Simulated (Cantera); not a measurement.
Charge: 1 mol PbO, 0.62 mol CH4, 0.15 mol CO, held at 750 Torr.

Cantera equilibrium calculation (NASA polynomials, part measured and part estimated; ideal gas, pure solids and liquids). Candidate condensed phases: C, C6H6, C7H8, C8H18, H2O, Pb, PbO, PbO2, Pb3O4; 113 gas species. Gases not in the tables: (PbO)n polymers. Rates play no part.

x: gas mole fraction; n: condensed amount in mol.

| T (K) | x H2 | x CO | x Pb | x H2O | x CO2 | x CH4 | n Pb(l) |
|---|---|---|---|---|---|---|---|
| 973 | 0.485 | 0.274 | 8.75e-6 | 0.115 | 0.104 | 0.0218 | 1.000 |
| 1073 | 0.500 | 0.306 | 7.31e-5 | 0.115 | 0.0765 | 0.00198 | 1.000 |
| 1173 | 0.491 | 0.319 | … | 0.125 | … | … | 0.999 |
| 1273 | 0.482 | 0.327 | 0.00184 | 0.134 | 0.0549 | 3.06e-5 | 0.996 |
| 1373 | 0.473 | 0.333 | 0.00641 | 0.140 | 0.0478 | 5.93e-6 | 0.987 |
| 1473 | 0.462 | 0.334 | 0.0188 | 0.144 | 0.0419 | 1.41e-6 | 0.961 |
| 1573 | 0.444 | 0.328 | … | 0.143 | … | … | 0.898 |
| 1673 | 0.412 | 0.310 | 0.109 | 0.137 | 0.0312 | 1.08e-7 | 0.753 |
| 1773 | 0.356 | 0.271 | 0.226 | 0.121 | 0.0249 | 2.78e-8 | 0.411 |
| 1873 | 0.306 | 0.236 | 0.331 | 0.106 | 0.0199 | 7.82e-9 | 0 |
| 1973 | 0.304 | 0.237 | 0.331 | 0.107 | 0.0186 | 3.73e-9 | 0 |
| 2073 | 0.303 | 0.238 | 0.331 | 0.108 | 0.0175 | 1.92e-9 | 0 |
| 2173 | 0.302 | 0.239 | 0.330 | 0.108 | 0.0166 | 1.05e-9 | 0 |
| 2273 | 0.300 | 0.240 | 0.330 | 0.109 | 0.0157 | 6.09e-10 | 0 |

Q: Complete the blanks.

A: 
- 1173, x Pb: 0.000422
- 1173, x CO2: 0.0639
- 1173, x CH4: 0.000208
- 1573, x Pb: 0.0480
- 1573, x CO2: 0.0366
- 1573, x CH4: 3.82e-7
